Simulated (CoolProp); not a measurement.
Model: reference Helmholtz-energy equation of state, Pan 2012, in CoolProp.

### Question
For R236FA, give the phase and the density (kg/m³), cp (kJ/(kg K)), Joule-Thomson coefficient (K/MPa), viscosity (µPa s) at 370.7 K and 13.8 MPa.

### Answer
- 370.7 K and 13.8 MPa: liquid; density 1200, cp 1.30, Joule-Thomson coefficient -0.00618, viscosity 175

Viscosity comes from a separate model (Huber 2003), an estimate that may be off by 10 % or more.
